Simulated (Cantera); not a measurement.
Input (Python, Cantera):

```python
import numpy as np
import cantera as ct

gas = ct.Solution("gri30.yaml")
gas.TPX = 1275, 1333, {'H2': 0.12, 'O2': 1}
reactor = ct.IdealGasConstPressureReactor(gas, energy="off", clone=False)
net = ct.ReactorNet([reactor])
net.rtol, net.atol = 1e-08, 1e-18
show = ['H2', 'O2', 'OH', 'H2O', 'H2O2', 'O', 'HO2']
times = np.geomspace(1e-06, 2, 10)

steps = ct.SolutionArray(gas, extra=["t"])
rows = []
print(f"{'t/s':>10s}{'T/K':>9s}{'P/Pa':>11s}" + "".join(f"{s:>11s}" for s in show))
for t in times:
    while net.time < t:
        t_next = net.step()
        steps.append(gas.state, t=t_next)
    rows.append([np.interp(t, steps.t, y) for y in (steps.T, steps.P, *steps(*show).X.T)])
    print(f"{t:10.3e}{rows[-1][0]:9.1f}{rows[-1][1]:11.4g}" + "".join(f"{x:11.3e}" for x in rows[-1][2:]))
rate = np.gradient(steps.T, steps.t)
print("integrator steps:", len(steps.t))
if steps.T.max() > steps.T[0] + 200:
    print(f"time of steepest temperature rise: {steps.t[rate.argmax()]:.4e} s")
gas.TPX = 1275, 1333, {'H2': 0.12, 'O2': 1}
gas.equilibrate("TP")
print(f"equilibrium (TP): T = {gas.T:.1f} K  " + "  ".join(f"{s} {gas[s].X[0]:.3e}" for s in show))
```

Result:

```
       t/s      T/K       P/Pa         H2         O2         OH        H2O       H2O2          O        HO2
 1.000e-06   1275.0       1333  1.071e-01  8.929e-01  4.852e-12  6.026e-14  2.702e-15  4.877e-12  3.336e-10
 5.013e-06   1275.0       1333  1.071e-01  8.929e-01  1.132e-10  7.118e-12  6.764e-14  1.161e-10  1.673e-09
 2.513e-05   1275.0       1333  1.071e-01  8.929e-01  2.133e-09  7.143e-10  1.696e-12  2.394e-09  8.387e-09
 1.260e-04   1275.0       1333  1.071e-01  8.929e-01  3.712e-08  5.861e-08  4.236e-11  5.087e-08  4.210e-08
 6.316e-04   1275.0       1333  1.069e-01  8.927e-01  5.293e-05  1.395e-04  1.242e-09  7.602e-05  3.964e-07
 3.166e-03   1275.0       1333  3.130e-03  8.206e-01  7.827e-03  8.924e-02  1.548e-07  5.638e-02  4.890e-06
 1.587e-02   1275.0       1333  2.069e-03  8.464e-01  6.450e-03  9.908e-02  1.669e-07  3.473e-02  4.744e-06
 7.958e-02   1275.0       1333  3.713e-04  8.797e-01  2.773e-03  1.106e-01  1.238e-07  5.831e-03  2.742e-06
 3.989e-01   1275.0       1333  2.007e-05  8.862e-01  6.493e-04  1.128e-01  3.372e-08  3.134e-04  4.181e-07
 2.000e+00   1275.0       1333  1.486e-06  8.867e-01  1.777e-04  1.131e-01  6.539e-09  2.337e-05  4.955e-08
integrator steps: 1465
equilibrium (TP): T = 1275.0 K  H2 5.786e-08  O2 8.868e-01  OH 3.518e-05  H2O 1.132e-01  H2O2 5.553e-10  O 9.167e-07  HO2 3.132e-08
```

Computed with Cantera and GRI-Mech 3.0 (53 species, 325 reactions). Radical loss at walls, strong at low pressure, is not modelled. The temperature is held fixed by assumption; the heat of reaction is taken as removed at once.
